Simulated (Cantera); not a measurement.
## Ignition delay

Mixture: 3.81 % CH4, 0.266 % C2H6, 2.25 % C3H8, 14.1 % O2, 53.3 % N2, 26.3 % H2O, equivalence ratio 1.4, at 0.680 bar, adiabatic and at constant volume. Ignition delay is the time to a rise of 400 K.

Detailed kinetics in Cantera: GRI-Mech 3.0 (53 species, 325 reactions). GRI-Mech 3.0 was tuned for natural gas; its chemistry of propane as a main component is partial and can be far from experiment.

```json
[
 {"T0 (K)": "1125", "delay (ms)": "47.8"},
 {"T0 (K)": "1175", "delay (ms)": "17.9"},
 {"T0 (K)": "1225", "delay (ms)": "7.15"},
 {"T0 (K)": "1275", "delay (ms)": "3.08"},
 {"T0 (K)": "1325", "delay (ms)": "1.43"},
 {"T0 (K)": "1375", "delay (ms)": "0.722"},
 {"T0 (K)": "1425", "delay (ms)": "0.392"},
 {"T0 (K)": "1475", "delay (ms)": "0.228"}
]
```

```yaml
apparent activation energy between 1375 and 1475 K: 190 kJ/mol
```
